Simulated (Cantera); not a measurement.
Input: 1 mol MgCO3, 0.58 mol H2O, 7.2 mol CO2, held at 2048.15 K and 25.0 mbar.

Cantera equilibrium calculation (NASA polynomials, part measured and part estimated; ideal gas, pure solids and liquids). Candidate condensed phases: C, C6H6, C7H8, C8H18, H2O, Mg, MgCO3, MgO, Mg(OH)2; 116 gas species. The numbers say what is thermodynamically allowed, not how fast it happens.

Base state: CO2 0.843, H2O 0.0612, CO 0.0607, O2 0.0296, OH 0.00311, O 0.00104, H2 0.000926, H 0.000431 (mole fractions); condensed: MgO(s).

**Question.** What changes in the equilibrium state with this change: temperature from 2048.15 K to 1225 K?

**Answer.** 
```tsv
species	before	after
CO2	0.843	0.934
H2O	0.0612	0.0661
CO	0.0607	4.02e-5
O2	0.0296	2.08e-5
Mg	1.80e-5	<1e-9
O	0.00104	1.21e-9
H	0.000431	2.74e-9
OH	0.00311	8.52e-7
H2	0.000926	1.94e-6
MgO(s), mol	1.000	1.00
```
